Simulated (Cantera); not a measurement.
**Fe + NH₃ + H₂ (metals in furnace atmospheres)**

Feed: 1 mol Fe, 1.2 mol NH₃, 150 mol H₂, at 8.10 bar.

Method: chemical equilibrium by Gibbs-energy minimisation in Cantera with the NASA 1993 tables (ideal gas, pure condensed phases). Candidate condensed phases: Fe; 10 gas species. Kinetics and transport are ignored.

From 1098 K to 1148 K the condensed part is Fe(α). From 1198 K to 1598 K the condensed part is Fe(γ).

| T (K) | x H₂ | x N₂ | x NH₃ | x H | x Fe | x NH₂ | n Fe(α) | n Fe(γ) |
|---|---|---|---|---|---|---|---|---|
| 1098 | 0.996 | 0.00386 | 0.000161 | 8.67e-9 | <1e-12 | 2.32e-12 | 1.00 | 0 |
| 1148 | 0.996 | 0.00388 | 0.000123 | 2.51e-8 | <1e-12 | 5.59e-12 | 1.00 | 0 |
| 1198 | 0.996 | 0.00389 | 9.69e-5 | 6.67e-8 | 5.73e-12 | 1.25e-11 | 0 | 1.00 |
| 1248 | 0.996 | 0.00390 | 7.74e-5 | 1.64e-7 | 2.88e-11 | 2.63e-11 | 0 | 1.00 |
| 1298 | 0.996 | 0.00391 | 6.29e-5 | 3.76e-7 | 1.27e-10 | 5.21e-11 | 0 | 1.00 |
| 1348 | 0.996 | 0.00391 | 5.19e-5 | 8.11e-7 | 5.03e-10 | 9.81e-11 | 0 | 1.00 |
| 1398 | 0.996 | 0.00392 | 4.34e-5 | 1.66e-6 | 1.80e-9 | 1.76e-10 | 0 | 1.00 |
| 1448 | 0.996 | 0.00392 | 3.67e-5 | 3.23e-6 | 5.89e-9 | 3.05e-10 | 0 | 1.000 |
| 1498 | 0.996 | 0.00392 | 3.14e-5 | 6.03e-6 | 1.77e-8 | 5.07e-10 | 0 | 1.000 |
| 1548 | 0.996 | 0.00392 | 2.71e-5 | 1.08e-5 | 4.97e-8 | 8.17e-10 | 0 | 1.000 |
| 1598 | 0.996 | 0.00393 | 2.37e-5 | 1.87e-5 | 1.30e-7 | 1.28e-9 | 0 | 1.000 |
x: gas mole fraction; n: condensed amount in mol.
